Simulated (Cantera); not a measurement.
Cantera with NASA thermochemical tables; ideal gases at 1 bar, condensed phases pure. Values are per mole of reaction as written; species without (g) are pure solids or liquids, kept so even where they would boil at 1 bar. VN: taken at fixed stoichiometry.

2 VN + 3 H2O2(g) ⇌ 2 VO2(g) + 6 H(g) + 2 NO(g)

| T (K) | ΔH° (kJ) | ΔS° (J/K) | ΔG° (kJ) | log10 K |
|---|---|---|---|---|
| 300 | ___ | ___ | ___ | ___ |
| 1825 | 1882.7 | 904.2 | 232.4 | -6.65 |
| 1875 | ___ | ___ | ___ | ___ |
| 1925 | ___ | ___ | ___ | ___ |
| 1975 | 1877.8 | 901.7 | 97.0 | -2.57 |
| 2025 | 1876.0 | 900.8 | 51.9 | -1.34 |
| 2075 | 1874.1 | 899.8 | 6.9 | -0.17 |

Task: What belongs in the gaps?

Result: 
- 300, ΔH° (kJ): 1868.6
- 300, ΔS° (J/K): 862.6
- 300, ΔG° (kJ): 1609.8
- 300, log10 K: -280.29
- 1875, ΔH° (kJ): 1881.1
- 1875, ΔS° (J/K): 903.4
- 1875, ΔG° (kJ): 187.2
- 1875, log10 K: -5.22
- 1925, ΔH° (kJ): 1879.5
- 1925, ΔS° (J/K): 902.6
- 1925, ΔG° (kJ): 142.1
- 1925, log10 K: -3.86
